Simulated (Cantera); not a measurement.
An isothermal, constant-pressure homogeneous reactor starts with CH4 : O2 : N2 = 0.012 : 0.012 : 1 (molar parts), equivalence ratio 2.0, at 1075 K and 500000 Pa. Integrator tolerance rtol = 1e-08.

Computed with Cantera and GRI-Mech 3.0 (53 species, 325 reactions).

What does this change do: temperature 1075 to 1623 K?


```csv
quantity,before,after
x(CH4) at 90.0 s,0.00262 (gas-phase equilibrium 5.23e-7),1.29e-10 (gas-phase equilibrium 7.06e-11)
x(O2) at 90.0 s,4.38e-7 (gas-phase equilibrium <1e-12),7.28e-12 (gas-phase equilibrium 7.27e-12)
x(CH2CO) at 90.0 s,4.02e-8 (gas-phase equilibrium <1e-12),<1e-12 (gas-phase equilibrium <1e-12)
x(CO2) at 90.0 s,0.00194 (gas-phase equilibrium 0.00399),0.00211 (gas-phase equilibrium 0.00211)
x(O) at 90.0 s,<1e-12 (gas-phase equilibrium <1e-12),2.31e-11 (gas-phase equilibrium 2.31e-11)
x(C2H2) at 90.0 s,5.72e-5 (gas-phase equilibrium <1e-12),<1e-12 (gas-phase equilibrium <1e-12)
```

What does this change do: temperature 1075 to 900 K?


```tsv
quantity	before	after
x(CH4) at 90.0 s	0.00262 (gas-phase equilibrium 5.23e-7)	0.00337 (gas-phase equilibrium 8.32e-5)
x(O2) at 90.0 s	4.38e-7 (gas-phase equilibrium <1e-12)	1.89e-5 (gas-phase equilibrium <1e-12)
x(CH2CO) at 90.0 s	4.02e-8 (gas-phase equilibrium <1e-12)	1.20e-6 (gas-phase equilibrium <1e-12)
x(CO2) at 90.0 s	0.00194 (gas-phase equilibrium 0.00399)	0.00184 (gas-phase equilibrium 0.00535)
x(O) at 90.0 s	<1e-12 (gas-phase equilibrium <1e-12)	<1e-12 (gas-phase equilibrium <1e-12)
x(C2H2) at 90.0 s	5.72e-5 (gas-phase equilibrium <1e-12)	8.15e-7 (gas-phase equilibrium <1e-12)
```
Below about 1000 K GRI-Mech 3.0 lacks low-temperature oxidation paths.
